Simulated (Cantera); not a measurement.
A closed system holds: 1 mol Al(CH₃)₃, a varied amount of N₂O, 20 mol N₂, at 1352 °C and 0.560 bar.

Cantera equilibrium calculation (NASA polynomials, part measured and part estimated; ideal gas, pure solids and liquids). Candidate condensed phases: Al, AlN, Al₂O₃, C, C₆H₆, C₇H₈, C₈H₁₈, H₂O; 148 gas species. The feed counts by its element totals alone. Mutual solubility and eutectic melting of coexisting phases are not modelled. Gases not in the tables: Al(OH)₃. Equilibrium is a limit: real reactors are often held back by kinetics, nucleation or transport.

**Question.** Which condensed phases are stable at each of these points (n(N₂O) (mol)): 2.4, 2.8, 3.3, 3.9, 4.6, 5.4, 6.3, 7.4, 8.8, 10?

**Answer.** 
```json
[
 {"n(N₂O) (mol)": "2.4", "condensed phases": "AlN(s) + Al₂O₃(s) + C(graphite)", "Al condensed (%)": "100.0"},
 {"n(N₂O) (mol)": "2.8", "condensed phases": "AlN(s) + Al₂O₃(s) + C(graphite)", "Al condensed (%)": "100.0"},
 {"n(N₂O) (mol)": "3.3", "condensed phases": "AlN(s) + Al₂O₃(s) + C(graphite)", "Al condensed (%)": "100.0"},
 {"n(N₂O) (mol)": "3.9", "condensed phases": "AlN(s) + Al₂O₃(s) + C(graphite)", "Al condensed (%)": "100.0"},
 {"n(N₂O) (mol)": "4.6", "condensed phases": "Al₂O₃(s)", "Al condensed (%)": "100.0"},
 {"n(N₂O) (mol)": "5.4", "condensed phases": "Al₂O₃(s)", "Al condensed (%)": "100.0"},
 {"n(N₂O) (mol)": "6.3", "condensed phases": "Al₂O₃(s)", "Al condensed (%)": "100.0"},
 {"n(N₂O) (mol)": "7.4", "condensed phases": "Al₂O₃(s)", "Al condensed (%)": "100.0"},
 {"n(N₂O) (mol)": "8.8", "condensed phases": "Al₂O₃(s)", "Al condensed (%)": "100.0"},
 {"n(N₂O) (mol)": "10", "condensed phases": "Al₂O₃(s)", "Al condensed (%)": "100.0"}
]
```

From 2.4 mol N₂O to 3.9 mol N₂O the condensed part is AlN(s) + Al₂O₃(s) + C(graphite). From 4.6 mol N₂O to 10 mol N₂O the condensed part is Al₂O₃(s).
